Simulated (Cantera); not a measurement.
Feed: 1 mol CH₃SiH₃, 0.01 mol CH₄, 30 mol H₂, equilibrated at 18.0 mbar.

These are equilibrium values from Cantera (NASA tables, ideal gas, pure condensed phases), not measurements of a reactor. Candidate condensed phases: C, C₆H₆, C₇H₈, C₈H₁₈, Si, SiC; 87 gas species. The feed counts by its element totals alone. Gases not in the tables: Si₂H₆ and higher silanes. Rates play no part.

**Question.** At 2225 K, list the 7 most abundant gas species with their mole fractions, and the condensed phases.

**Answer.** H₂ 0.947, H 0.0470, Si 0.00354, C₂H₂ (acetylene) 0.00201, SiC₂ 0.000271, Si₂C 0.000226, SiH 0.000195. Condensed: SiC(s).
